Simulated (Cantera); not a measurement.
Gas mixture: N2O : N2 : CO2 = 0.72 : 0.91 : 0.95 (molar parts), at 75.0 Torr, frozen composition.

Cantera's kinetic-theory transport with the Lennard-Jones parameters of GRI-Mech 3.0, ideal gas; thermal conductivity in the mixture-averaged form. The composition is frozen, though it would react at the higher temperatures.

One state of this run: ρ (kg/m³) = 0.0543; cp (J/kg/K) = 1181; μ (µPa s) = 36.6; λ (mW/m/K) = 59.2; Pr = 0.729; D (cm²/s) NO = 10.5; D (cm²/s) NH3 = 12.8; D (cm²/s) N2 = 9.96. D: mixture-averaged diffusion coefficient of that species in the mixture.

Q: Which value of T (K) does it belong to?
A) 400
B) 1150
C) 1000
D) 850

A: D, 850
